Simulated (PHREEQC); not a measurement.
## Hard or scaling water: speciation

Make-up at 25 °C: 0.00039 mol/kgw Ca(HCO3)2, 0.0075 mol/kgw NaF and 0.016 mol/kgw KCl. Closed to the air; pH follows from the charge balance.

Computed with PHREEQC (ion-association model, phreeqc.dat).

This is a speciation only: nothing precipitates in the calculation.

Task: Predict the pH, specific conductance.

Result: pH 8.13; specific conductance 2940 µS/cm.

Task: In which forms is C present?

Result: HCO3- 97 %, CO2 1.4 %, CO3-2 0.9 % of the C.

Examples of supersaturated solids here: Fluorite. Others may be too. Complexes and solids missing from the database can't appear.
